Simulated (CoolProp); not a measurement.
Aqueous propylene glycol as a coolant, 26 % by mass, freezing at -10.4 °C, 1 atm.

The numbers come from the Melinder's fits for secondary coolants in CoolProp.

```json
[
 {"T (°C)": "-8.9", "density (kg/m³)": "1029", "viscosity (mPa s)": "9.16", "cp (kJ/(kg K))": "3.837", "Prandtl number": "?"},
 {"T (°C)": "-0", "density (kg/m³)": "1027", "viscosity (mPa s)": "?", "cp (kJ/(kg K))": "3.859", "Prandtl number": "50.3"},
 {"T (°C)": "8.9", "density (kg/m³)": "?", "viscosity (mPa s)": "3.89", "cp (kJ/(kg K))": "3.881", "Prandtl number": "?"},
 {"T (°C)": "17.8", "density (kg/m³)": "?", "viscosity (mPa s)": "2.75", "cp (kJ/(kg K))": "3.903", "Prandtl number": "23.3"},
 {"T (°C)": "26.8", "density (kg/m³)": "1017", "viscosity (mPa s)": "2.03", "cp (kJ/(kg K))": "3.925", "Prandtl number": "17.0"},
 {"T (°C)": "35.7", "density (kg/m³)": "1013", "viscosity (mPa s)": "1.56", "cp (kJ/(kg K))": "3.947", "Prandtl number": "?"}
]
```

**Question.** What belongs in the gaps?

**Answer.** 
- -8.9, Prandtl number: 80.3
- -0, viscosity (mPa s): 5.80
- 8.9, density (kg/m³): 1024
- 8.9, Prandtl number: 33.3
- 17.8, density (kg/m³): 1021
- 35.7, Prandtl number: 12.9
